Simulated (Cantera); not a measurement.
Gas activation for diamond growth

An isothermal, constant-pressure homogeneous reactor starts with 2.16 % CH4, 94.1 % H2, 3.76 % H, at 1250 K and 2300 Pa.

Detailed kinetics in Cantera: GRI-Mech 3.0 (53 species, 325 reactions). GRI-Mech 3.0 stops at C3 and has no aromatics, soot or wall deposition, so with more carbon than oxygen in the feed, carbon stays in small species such as C2H2 where larger ones or solid carbon would form. Radical loss at walls, strong at low pressure, is not modelled.

```tsv
t (s)	x CH4	x H2	x H	x C2H6	x C2H4
0.000100	0.0159	0.951	0.0279	0.000175	2.40e-5
0.000427	0.0163	0.964	0.0148	0.000309	0.000109
0.00182	0.0190	0.975	0.00403	0.000160	0.000177
0.00777	0.0202	0.978	0.000904	4.47e-5	0.000202
0.0331	0.0205	0.979	0.000207	1.19e-5	0.000214
0.141	0.0205	0.979	4.86e-5	3.33e-6	0.000206
0.603	0.0205	0.979	1.18e-5	1.03e-6	0.000184
2.57	0.0205	0.979	3.85e-6	4.08e-7	0.000157
11.0	0.0205	0.979	2.94e-6	2.75e-7	0.000118
46.9	0.0205	0.979	2.87e-6	2.32e-7	8.99e-5
200	0.0204	0.979	2.88e-6	2.34e-7	9.15e-5
```
x: mole fraction; the columns are a selection and need not sum to one.

Equilibrium at this temperature and pressure: CH4 0.0186, H2 0.980, H 3.18e-6, C2H6 3.67e-7, C2H4 0.000191 (gas phase only).
